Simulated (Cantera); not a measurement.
A jet of 7.49 % CH₄, 19.4 % O₂, 73.1 % N₂, equivalence ratio 0.77 at 300 K and 12000 Pa hits a platinum plate 5.3 cm away at a mass flux of 0.039 kg/m²/s; the plate temperature is set and raised in steps from an oxygen-covered start.

Model: Deutschmann's 1995 Pt surface mechanism with GRI-Mech 3.0 gas chemistry, integrated in Cantera. Catalytic surfaces can have several steady states; this one follows from the mechanism file's or the stated starting coverage.

x: mole fraction at the wall; θ: surface coverage.

```csv
plate T (K),wall x CH₄,wall x O₂,wall x H₂O,wall x OH,wall x CO,wall x CO₂,θ free Pt,θ O*,θ OH*
900,0.0446,0.129,0.0572,4.22e-8,1.62e-5,0.0374,0.182,0.816,…
950,0.0303,0.0984,0.0837,1.36e-7,1.56e-5,0.0552,0.259,0.739,0.00238
1000,0.0204,0.0776,0.102,3.65e-7,1.46e-5,0.0673,0.339,0.659,0.00236
1050,0.0145,0.0651,0.112,8.67e-7,1.41e-5,0.0746,0.417,0.581,0.00218
1100,0.0108,0.0576,0.119,1.86e-6,1.41e-5,0.0790,0.491,0.507,…
1150,0.00850,0.0529,0.123,3.69e-6,1.47e-5,0.0817,0.560,0.438,…
1200,0.00696,0.0500,0.125,6.84e-6,1.59e-5,0.0833,0.623,0.375,…
1250,0.00589,0.0483,0.127,1.19e-5,1.78e-5,0.0842,0.680,0.318,…
```

Task: Fill in the missing entries.

Result: 
- 900, θ OH*: 0.00212
- 1100, θ OH*: 0.00195
- 1150, θ OH*: 0.00171
- 1200, θ OH*: 0.00148
- 1250, θ OH*: 0.00127
